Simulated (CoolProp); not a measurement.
500 sccm (0 °C, 1 atm) of nitrogen bubbles through liquid ethanol at 316 K and leaves saturated at a total pressure of 0.133 MPa (ideal gas phase). Each further row changes one setting.

The numbers come from the reference Helmholtz-energy equation of state, Schroeder 2014 in CoolProp.

```
case                      vapour pressure (kPa)  mole fraction of vapour  delivery (mg/min)  delivery (sccm)  change of delivery for a bath 1 K warmer (%)
------------------------  ---------------------  -----------------------  -----------------  ---------------  --------------------------------------------
as stated                                  20.7                      [?]                [?]             92.1                                           6.2
bath temperature 321 K                     26.5                      [?]                256              124                                           [?]
total pressure 0.266 MPa                   20.7                      [?]               86.6              [?]                                           [?]
```

Task: Fill in the missing entries.

Result: 
- as stated, mole fraction of vapour: 0.155
- as stated, delivery (mg/min): 189
- bath temperature 321 K, mole fraction of vapour: 0.199
- bath temperature 321 K, change of delivery for a bath 1 K warmer (%): 6.3
- total pressure 0.266 MPa, mole fraction of vapour: 0.0777
- total pressure 0.266 MPa, delivery (sccm): 42.1
- total pressure 0.266 MPa, change of delivery for a bath 1 K warmer (%): 5.6
